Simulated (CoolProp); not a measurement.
Vapour-liquid equilibrium of sulfur dioxide (1) + toluene (2) at 0.104 MPa; x and y are mole fractions of (1).

Values from CoolProp's multi-fluid Helmholtz-energy mixture model, Gao 2016 and Lemmon 2006; pair parameters Bell 2016.

| x | bubble temperature (K) | y at the bubble point | dew temperature at overall composition x (K) | liquid density (mol/L) |
|---|---|---|---|---|
| 0.05 | 355.3 | 0.608 | 382.9 | 9.043 |
| 0.2 | 310.2 | 0.946 | 377.0 | 10.54 |
| 0.35 | 290.6 | 0.984 | 370.4 | 12.03 |
| 0.5 | 279.8 | 0.993 | 362.4 | 13.70 |
| 0.65 | 273.2 | 0.997 | 352.2 | 15.71 |
| 0.8 | 268.6 | 0.999 | 337.8 | 18.21 |
| 0.95 | 264.9 | 1.000 | 308.7 | 21.47 |

No azeotrope shows between x = 0.05 and 0.95.

The pair parameters rest on a limited set of measurements; away from them the model extrapolates. The gap from Raoult's law changes sign with composition, which may be real or a fault of the pair parameters; it wasn't checked against measurements.
